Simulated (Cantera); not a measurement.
**Equilibrium for tantalum, niobium, vanadium and zirconium in process gases: Zr + O₂ + N₂**

Input: 1 mol Zr, a varied amount of O₂, 2.2 mol N₂, held at 2198.15 K and 0.100 bar.

Cantera equilibrium calculation (NASA polynomials, part measured and part estimated; ideal gas, pure solids and liquids). Candidate condensed phases: Zr, ZrN, ZrO₂; 13 gas species. Mutual solubility and eutectic melting of coexisting phases are not modelled. ZrN: taken at fixed stoichiometry. Condensed phases not in the tables: solid solutions among these carbides, nitrides and lower oxides. Rates play no part.

```tsv
n(O₂) (mol)	x N₂	x O₂	x NO	x O	x NO₂	x ZrO	n ZrN(s)	n ZrO₂(tetragonal)
0.59	1.00	<1e-12	2.87e-8	7.85e-9	<1e-12	2.80e-7	0.410	0.590
0.85	1.00	<1e-12	2.87e-8	7.85e-9	<1e-12	2.80e-7	0.150	0.850
1.2	0.911	0.0779	0.00824	0.00236	2.04e-6	<1e-12	0	1.00
1.8	0.725	0.257	0.0134	0.00429	6.00e-6	<1e-12	0	1.00
2.5	0.586	0.394	0.0149	0.00531	8.26e-6	<1e-12	0	1.00
3.6	0.449	0.529	0.0151	0.00615	9.72e-6	<1e-12	0	1.00
5.2	0.335	0.643	0.0144	0.00678	1.02e-5	<1e-12	0	1.00
```
x: gas mole fraction; n: condensed amount in mol.

From 0.59 mol O₂ to 0.85 mol O₂ the condensed part is ZrN(s) + ZrO₂(tetragonal). From 1.2 mol O₂ to 5.2 mol O₂ the condensed part is ZrO₂(tetragonal). The main Zr-bearing gas is ZrO at 0.59 mol O₂ and ZrO₂ at 5.2 mol O₂.
